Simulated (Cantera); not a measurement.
A Cantera script and what it prints.

```python
import numpy as np
import cantera as ct

gas_names = [...]  # 123 gases of nasa_gas.yaml made of C, H, O, Si
cond_names = """
    C(gr) C6H6(L) C7H8(L) C8H18(L),n-octa H2O(s) H2O(L) Si(cr) Si(L) SiC(b) SiO2(Lqz) SiO2(hqz) SiO2(L)
""".split()


# ... load() reads the species with a 1 bar reference pressure and builds the phases ...
atoms = {
    'SiO2': {'Si': 1, 'O': 2},
    'C': {'C': 1},
    'H2': {'H': 2},
}
top_T = {'C(gr)': 4500, 'SiC(b)': 3050}  # K; cautious upper limits of use, not melting points


# ... equilibrate(T, P, feed) seeds the gas with the atoms and calls Mixture.equilibrate('TP', solver="vcs", rtol=1e-11, max_steps=5000) ...
results = []
feed = {'SiO2': 1, 'C': 0.015, 'H2': 0.072}  # mol
T = 1725  # K
P = 13000  # Pa
mix = equilibrate(T, P, feed)
results.append((T, P, feed, dict(zip(mix.species_names, mix.species_moles))))
print(gas.report(threshold=0.001))
for i in range(1, mix.n_phases):
    print(f"{mix.phase(i).name:16s} {mix.phase_moles(i):12.5e} mol")
```

Output:

```
       temperature   1725 K
          pressure   13000 Pa
           density   0.006945 kg/m^3
  mean mol. weight   7.6622 kg/kmol
   phase of matter   gas

                          1 kg             1 kmol
                     ---------------   ---------------
          enthalpy        3.2239e+06        2.4702e+07  J
   internal energy         1.352e+06         1.036e+07  J
           entropy             28606        2.1919e+05  J/K
    Gibbs function       -4.6122e+07        -3.534e+08  J
 heat capacity c_p            4405.3             33754  J/K
 heat capacity c_v            3320.2             25440  J/K

                      mass frac. Y      mole frac. X     chem. pot. / RT
                     ---------------   ---------------   ---------------
                CO           0.47886           0.13099           -38.989
                H2           0.21449           0.81521           -21.264
               SiO           0.30641          0.053257           -41.108
     [ +120 minor]        0.00024518        0.00053764

C(gr)             0.00000e+00 mol
Si(L)             0.00000e+00 mol
SiC(b)            3.43387e-03 mol
SiO2(L)           9.91864e-01 mol
```

Equilibrium computed with Cantera from the NASA thermochemical tables; the gas is ideal and each condensed phase is pure. Mutual solubility and eutectic melting of coexisting phases are not modelled. The tables hold silica as quartz up to 1696 K and as liquid above; real silica turns to tridymite and cristobalite and melts near 1996 K.
